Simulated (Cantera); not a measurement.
What does this Cantera script print?

```python
import numpy as np
import cantera as ct

gas_names = """
    Cr CrO CrO2 CrO3 H HO2 H2 H2O H2O2 O OH O2 O3
""".split()
cond_names = """
    Cr(cr) Cr(L) Cr2O3(s) Cr2O3(L) H2O(s) H2O(L)
""".split()


# ... load() reads the species with a 1 bar reference pressure and builds the phases ...
atoms = {
    'Cr': {'Cr': 1},
    'O2': {'O': 2},
    'H2': {'H': 2},
}
top_T = {}  # K; cautious upper limits of use, not melting points


# ... equilibrate(T, P, feed) seeds the gas with the atoms and calls Mixture.equilibrate('TP', solver="vcs", rtol=1e-11, max_steps=5000) ...
results = []
P = 100000  # Pa
for T in [1498, 1548, 1598, 1648, 1698, 1748, 1798, 1848, 1898]:
    for m in [61, 70, 80, 92, 100, 120, 140, 160, 180, 210, 240, 270, 310]:
        feed = {'Cr': 1, 'O2': 0.32, 'H2': m}  # mol
        mix = equilibrate(T, P, feed)
        results.append((T, P, feed, dict(zip(mix.species_names, mix.species_moles))))

for T, P, feed, n in results:
    print(f"{T:7g} {feed['H2']:10.4g}  " + (" + ".join(c for c in cond_names if n.get(c, 0) > 1e-12) or "gas only"))
```

Result:

```
   1498         61  Cr(cr) + Cr2O3(s)
   1498         70  Cr(cr) + Cr2O3(s)
   1498         80  Cr(cr) + Cr2O3(s)
   1498         92  Cr(cr) + Cr2O3(s)
   1498        100  Cr(cr) + Cr2O3(s)
   1498        120  Cr(cr) + Cr2O3(s)
   1498        140  Cr(cr) + Cr2O3(s)
   1498        160  Cr(cr) + Cr2O3(s)
   1498        180  Cr(cr) + Cr2O3(s)
   1498        210  Cr(cr) + Cr2O3(s)
   1498        240  Cr(cr) + Cr2O3(s)
   1498        270  Cr(cr) + Cr2O3(s)
   1498        310  Cr(cr) + Cr2O3(s)
   1548         61  Cr(cr) + Cr2O3(s)
   1548         70  Cr(cr) + Cr2O3(s)
   1548         80  Cr(cr) + Cr2O3(s)
   1548         92  Cr(cr) + Cr2O3(s)
   1548        100  Cr(cr) + Cr2O3(s)
   1548        120  Cr(cr) + Cr2O3(s)
   1548        140  Cr(cr) + Cr2O3(s)
   1548        160  Cr(cr) + Cr2O3(s)
   1548        180  Cr(cr) + Cr2O3(s)
   1548        210  Cr(cr) + Cr2O3(s)
   1548        240  Cr(cr) + Cr2O3(s)
   1548        270  Cr(cr) + Cr2O3(s)
   1548        310  Cr(cr) + Cr2O3(s)
   1598         61  Cr(cr) + Cr2O3(s)
   1598         70  Cr(cr) + Cr2O3(s)
   1598         80  Cr(cr) + Cr2O3(s)
   1598         92  Cr(cr) + Cr2O3(s)
   1598        100  Cr(cr) + Cr2O3(s)
   1598        120  Cr(cr) + Cr2O3(s)
   1598        140  Cr(cr) + Cr2O3(s)
   1598        160  Cr(cr) + Cr2O3(s)
   1598        180  Cr(cr) + Cr2O3(s)
   1598        210  Cr(cr) + Cr2O3(s)
   1598        240  Cr(cr) + Cr2O3(s)
   1598        270  Cr(cr) + Cr2O3(s)
   1598        310  Cr(cr)
   1648         61  Cr(cr) + Cr2O3(s)
   1648         70  Cr(cr) + Cr2O3(s)
   1648         80  Cr(cr) + Cr2O3(s)
   1648         92  Cr(cr) + Cr2O3(s)
   1648        100  Cr(cr) + Cr2O3(s)
   1648        120  Cr(cr) + Cr2O3(s)
   1648        140  Cr(cr) + Cr2O3(s)
   1648        160  Cr(cr) + Cr2O3(s)
   1648        180  Cr(cr) + Cr2O3(s)
   1648        210  Cr(cr) + Cr2O3(s)
   1648        240  Cr(cr)
   1648        270  Cr(cr)
   1648        310  Cr(cr)
   1698         61  Cr(cr) + Cr2O3(s)
   1698         70  Cr(cr) + Cr2O3(s)
   1698         80  Cr(cr) + Cr2O3(s)
   1698         92  Cr(cr) + Cr2O3(s)
   1698        100  Cr(cr) + Cr2O3(s)
   1698        120  Cr(cr) + Cr2O3(s)
   1698        140  Cr(cr) + Cr2O3(s)
   1698        160  Cr(cr) + Cr2O3(s)
   1698        180  Cr(cr)
   1698        210  Cr(cr)
   1698        240  Cr(cr)
   1698        270  Cr(cr)
   1698        310  Cr(cr)
   1748         61  Cr(cr) + Cr2O3(s)
   1748         70  Cr(cr) + Cr2O3(s)
   1748         80  Cr(cr) + Cr2O3(s)
   1748         92  Cr(cr) + Cr2O3(s)
   1748        100  Cr(cr) + Cr2O3(s)
   1748        120  Cr(cr) + Cr2O3(s)
   1748        140  Cr(cr)
   1748        160  Cr(cr)
   1748        180  Cr(cr)
   1748        210  Cr(cr)
   1748        240  Cr(cr)
   1748        270  Cr(cr)
   1748        310  Cr(cr)
   1798         61  Cr(cr) + Cr2O3(s)
   1798         70  Cr(cr) + Cr2O3(s)
   1798         80  Cr(cr) + Cr2O3(s)
   1798         92  Cr(cr) + Cr2O3(s)
   1798        100  Cr(cr) + Cr2O3(s)
   1798        120  Cr(cr)
   1798        140  Cr(cr)
   1798        160  Cr(cr)
   1798        180  Cr(cr)
   1798        210  Cr(cr)
   1798        240  Cr(cr)
   1798        270  Cr(cr)
   1798        310  Cr(cr)
   1848         61  Cr(cr) + Cr2O3(s)
   1848         70  Cr(cr) + Cr2O3(s)
   1848         80  Cr(cr) + Cr2O3(s)
   1848         92  Cr(cr)
   1848        100  Cr(cr)
   1848        120  Cr(cr)
   1848        140  Cr(cr)
   1848        160  Cr(cr)
   1848        180  Cr(cr)
   1848        210  Cr(cr)
   1848        240  Cr(cr)
   1848        270  Cr(cr)
   1848        310  Cr(cr)
   1898         61  Cr(cr) + Cr2O3(s)
   1898         70  Cr(cr)
   1898         80  Cr(cr)
   1898         92  Cr(cr)
   1898        100  Cr(cr)
   1898        120  Cr(cr)
   1898        140  Cr(cr)
   1898        160  Cr(cr)
   1898        180  Cr(cr)
   1898        210  Cr(cr)
   1898        240  Cr(cr)
   1898        270  Cr(cr)
   1898        310  Cr(cr)
```

Cantera equilibrium calculation (NASA polynomials, part measured and part estimated; ideal gas, pure solids and liquids). Mutual solubility and eutectic melting of coexisting phases are not modelled.
